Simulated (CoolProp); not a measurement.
Vapour-liquid equilibrium of diethyl ether (1) + benzene (2) at 354.7 K; x and y are mole fractions of (1).

The numbers come from the multi-fluid Helmholtz-energy mixture model, Thol 2014 and Thol 2012; pair parameters Bell 2016 in CoolProp.

| x | bubble pressure, mixture model (MPa) | bubble pressure, Raoult's law (MPa) | y, mixture model | y, Raoult's law |
|---|---|---|---|---|
| 0.05 | 0.1211 | 0.1217 | [?] | 0.172 |
| 0.2 | 0.1660 | 0.1686 | 0.476 | 0.497 |
| 0.35 | [?] | 0.2155 | 0.658 | 0.680 |
| 0.5 | [?] | 0.2624 | [?] | 0.798 |
| 0.65 | [?] | 0.3093 | 0.866 | 0.880 |
| 0.8 | 0.3522 | 0.3562 | [?] | 0.940 |
| 0.95 | [?] | 0.4032 | 0.985 | 0.987 |

Problem. What belongs in the gaps?

Solution. 
- 0.05, y, mixture model: 0.163
- 0.35, bubble pressure, mixture model (MPa): 0.2112
- 0.5, bubble pressure, mixture model (MPa): 0.2571
- 0.5, y, mixture model: 0.779
- 0.65, bubble pressure, mixture model (MPa): 0.3040
- 0.8, y, mixture model: 0.932
- 0.95, bubble pressure, mixture model (MPa): 0.4019

The largest gap from Raoult's law is -2.0 % in bubble pressure, at x = 0.5. No azeotrope shows between x = 0.05 and 0.95.

The pair parameters rest on a limited set of measurements; away from them the model extrapolates.
